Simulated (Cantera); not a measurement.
A perfectly stirred reactor is fed with H₂ : O₂ = 0.15 : 1 (molar parts), equivalence ratio 0.075, at 20.0 Torr; it is held at 925 K, and followed from long to short residence time.

Detailed kinetics in Cantera: the H2/O2 subset of GRI-Mech 3.0, which has no nitrogen chemistry. Radical loss at walls, strong at low pressure, is not modelled. Below about 950 K walls govern HO2 and H2O2 in real vessels. The temperature is held fixed by assumption; the heat of reaction is taken as removed at once.

### Question
Predict: x(H₂) at τ = 5.70 s; x(O₂) at τ = 5.70 s; x(H₂O) at τ = 5.70 s; x(O) at τ = 5.70 s; x(OH) at τ = 5.70 s; x(H₂) at τ = 0.110 s; x(O₂) at τ = 0.110 s; x(H₂O) at τ = 0.110 s; x(O) at τ = 0.110 s; x(OH) at τ = 0.110 s.

### Answer
```
Property                  Value
---------------------  --------
x(H₂) at τ = 5.70 s    0.000579
x(O₂) at τ = 5.70 s       0.860
x(H₂O) at τ = 5.70 s      0.139
x(O) at τ = 5.70 s     0.000127
x(OH) at τ = 5.70 s    0.000110
x(H₂) at τ = 0.110 s    0.00520
x(O₂) at τ = 0.110 s      0.859
x(H₂O) at τ = 0.110 s     0.133
x(O) at τ = 0.110 s     0.00128
x(OH) at τ = 0.110 s   0.000578
```
